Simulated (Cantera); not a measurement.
**Adiabatic ignition**

An adiabatic, constant-pressure homogeneous reactor starts with 17.9 % H2, 17.2 % O2, 64.9 % N2, at 1300 K and 405 Torr.

Detailed kinetics in Cantera: the H2/O2 subset of GRI-Mech 3.0, which has no nitrogen chemistry.

```csv
t (s),T (K),x H2,x O2,x HO2,x OH,x H2O2,x H2O
1.00e-6,1300,0.179,0.172,6.62e-9,5.02e-10,4.36e-12,4.81e-10
3.03e-6,1300,0.179,0.172,2.04e-8,3.05e-9,4.02e-11,9.02e-9
9.20e-6,1300,0.179,0.172,7.05e-8,3.44e-8,3.85e-10,2.33e-7
2.79e-5,1300,0.179,0.172,3.83e-6,1.09e-5,1.92e-8,9.25e-5
8.47e-5,1771,0.0199,0.0871,1.76e-5,0.0175,7.23e-7,0.136
0.000257,2201,0.0118,0.0845,6.86e-6,0.0217,1.79e-7,0.163
0.000779,2410,0.00477,0.0860,6.41e-6,0.0166,1.97e-7,0.180
0.00236,2438,0.00372,0.0865,7.21e-6,0.0150,2.43e-7,0.183
0.00717,2438,0.00372,0.0865,7.21e-6,0.0150,2.43e-7,0.183
0.0217,2438,0.00372,0.0865,7.21e-6,0.0150,2.43e-7,0.183
0.0659,2438,0.00372,0.0865,7.21e-6,0.0150,2.43e-7,0.183
0.200,2438,0.00372,0.0865,7.21e-6,0.0150,2.43e-7,0.183
```
x: mole fraction; the columns are a selection and need not sum to one.

```yaml
time_of_steepest_temperature_rise: 53.8 µs
temperature at 0.200 s: 2438 K
equilibrium_temperature: 2438 K
x(H2) at 0.200 s: 0.00372 (gas-phase equilibrium 0.00372)
x(O2) at 0.200 s: 0.0865 (gas-phase equilibrium 0.0865)
x(HO2) at 0.200 s: 7.21e-6 (gas-phase equilibrium 7.21e-6)
```
